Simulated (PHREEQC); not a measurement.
# Geothermal or formation water: speciation

Model water analysis in mg/kgw, 95 °C, pH 7.35: Na 2250; K 274; Ca 105; Mg 175; Cl 3850; S(6) as SO4 631; Alkalinity as HCO3 13.5.

Valence states are taken as typed.

All values are PHREEQC results (Pitzer model, pitzer.dat), not measurements.

No solid was allowed to form.

Task: Predict the specific conductance, density.

Result: specific conductance 36300 µS/cm; density 0.967 g/cm³.

Task: In which forms is C present?

Result: HCO3- 92 %, CO2 7.3 %, MgCO3 0.5 % of the C.

Constants without temperature data keep their 25 °C values here.
